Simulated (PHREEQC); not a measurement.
Copper plating or etch bath: speciation

Consider water at 50 °C with 0.0037 mol/kgw Cu(NO3)2, 0.00037 mol/kgw HNO3 and 0.045 mol/kgw NaCl. Closed to the air; pH follows from the charge balance.

The numbers come from PHREEQC with the ion-association model, phreeqc.dat.

Each row changes one thing in this solution. This is a speciation only: nothing precipitates in the calculation.

```json
[
 {"case": "as made", "pH": "3.50", "Cu+2 (mol/kgw)": "0.00316", "CuCl+ (mol/kgw)": "0.000530", "CuCl2 (mol/kgw)": "1.03e-5", "CuOH+ (mol/kgw)": "5.72e-8", "Cu2(OH)2+2 (mol/kgw)": "2.15e-8", "SI of Halite (NaCl)": "-4.48"},
 {"case": "HNO3 from 0.00037 to 0.00074 mol/kgw", "pH": "3.21", "Cu+2 (mol/kgw)": "0.00316", "CuCl+ (mol/kgw)": "0.000529", "CuCl2 (mol/kgw)": "1.03e-5", "CuOH+ (mol/kgw)": "2.86e-8", "Cu2(OH)2+2 (mol/kgw)": "5.36e-9", "SI of Halite (NaCl)": "-4.48"},
 {"case": "temperature from 50 to 85 °C", "pH": "3.51", "Cu+2 (mol/kgw)": "…", "CuCl+ (mol/kgw)": "0.00135", "CuCl2 (mol/kgw)": "3.34e-5", "CuOH+ (mol/kgw)": "4.09e-8", "Cu2(OH)2+2 (mol/kgw)": "1.63e-7", "SI of Halite (NaCl)": "…"},
 {"case": "temperature from 50 to 60 °C", "pH": "3.51", "Cu+2 (mol/kgw)": "0.00296", "CuCl+ (mol/kgw)": "0.000730", "CuCl2 (mol/kgw)": "1.53e-5", "CuOH+ (mol/kgw)": "5.32e-8", "Cu2(OH)2+2 (mol/kgw)": "4.24e-8", "SI of Halite (NaCl)": "-4.49"},
 {"case": "NaCl from 0.045 to 0.0045 mol/kgw", "pH": "3.48", "Cu+2 (mol/kgw)": "0.00362", "CuCl+ (mol/kgw)": "8.11e-5", "CuCl2 (mol/kgw)": "1.89e-7", "CuOH+ (mol/kgw)": "7.61e-8", "Cu2(OH)2+2 (mol/kgw)": "3.25e-8", "SI of Halite (NaCl)": "-6.40"},
 {"case": "Cu(NO3)2 from 0.0037 to 0.0185 mol/kgw", "pH": "3.52", "Cu+2 (mol/kgw)": "…", "CuCl+ (mol/kgw)": "0.00224", "CuCl2 (mol/kgw)": "3.73e-5", "CuOH+ (mol/kgw)": "2.71e-7", "Cu2(OH)2+2 (mol/kgw)": "5.15e-7", "SI of Halite (NaCl)": "-4.53"},
 {"case": "diluted 5-fold with water", "pH": "4.17", "Cu+2 (mol/kgw)": "0.000705", "CuCl+ (mol/kgw)": "3.42e-5", "CuCl2 (mol/kgw)": "1.68e-7", "CuOH+ (mol/kgw)": "7.65e-8", "Cu2(OH)2+2 (mol/kgw)": "3.18e-8", "SI of Halite (NaCl)": "-5.78"}
]
```

### Question
Some entries are withheld; supply them.

### Answer

- temperature from 50 to 85 °C, Cu+2 (mol/kgw): 0.00231
- temperature from 50 to 85 °C, SI of Halite (NaCl): -4.52
- Cu(NO3)2 from 0.0037 to 0.0185 mol/kgw, Cu+2 (mol/kgw): 0.0162

Species that the database lacks are ignored. Constants without temperature data keep their 25 °C values here.
